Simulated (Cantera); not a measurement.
A perfectly stirred reactor is fed with CH4 : O2 : N2 = 1 : 2.94 : 11.1 (molar parts), at 0.859 atm; it is adiabatic with a 675 K inlet, and is followed from long to short residence time, starting on the burning branch (τ in s: 0.024, 0.013, 0.0065, 0.0033, 0.0017, 0.00089, 0.00046, 0.00024, 0.00012, 6.3e-05, 3.2e-05).

Computed with Cantera and GRI-Mech 3.0 (53 species, 325 reactions).

Q: Predict: blow-out, bracketed by the residence times tried; x(CH4) at τ = 24.0 ms; x(O2) at τ = 24.0 ms; x(O) at τ = 24.0 ms; x(NO) at τ = 24.0 ms; x(CH4) at τ = 0.890 ms; x(O2) at τ = 0.890 ms; x(O) at τ = 0.890 ms; x(C2H6) at τ = 0.890 ms; x(NO) at τ = 0.890 ms.

A: 
* **blow-out, bracketed by the residence times tried**: burning at 63.0 µs, out at 32.0 µs
* **x(CH4) at τ = 24.0 ms**: 1.21e-5
* **x(O2) at τ = 24.0 ms**: 0.0623
* **x(O) at τ = 24.0 ms**: 0.000766
* **x(NO) at τ = 24.0 ms**: 0.000188
* **x(CH4) at τ = 0.890 ms**: 0.000121
* **x(O2) at τ = 0.890 ms**: 0.0654
* **x(O) at τ = 0.890 ms**: 0.00391
* **x(C2H6) at τ = 0.890 ms**: 1.17e-9
* **x(NO) at τ = 0.890 ms**: 3.44e-5
